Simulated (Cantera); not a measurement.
## Diamond growth

A diamond (100) surface in a fixed gas of H2 with x(CH4) = 0.0023, x(H) = 0.018, x(CH3) = 1.1e-05, at 950 K; coverages are run to steady state.

Cantera simulation using the Harris–Goodwin 1993 mechanism for the reconstructed diamond (100) surface; the numbers are that mechanism's predictions, not measurements.

```csv
P (Pa),growth (µm/h),θ c6HH,θ c6H*,θ c6*H,θ c6**,θ c6HM
1300,0.0589,0.643,0.0142,0.336,0.00673,0.000409
2000,0.0910,0.643,0.0142,0.335,0.00673,0.000411
2900,0.132,0.643,0.0142,0.335,0.00674,0.000412
4400,0.201,0.643,0.0143,0.335,0.00674,0.000412
6700,0.307,0.643,0.0144,0.335,0.00675,0.000413
10000,0.458,0.643,0.0145,0.335,0.00677,0.000413
15000,0.688,0.643,0.0147,0.335,0.00679,0.000414
23000,1.06,0.643,0.0149,0.335,0.00682,0.000415
```
θ: site fractions in the mechanism's names (c6HH fully hydrogenated, c6H* and c6*H radical sites, c6** diradical, c6HM methylated).
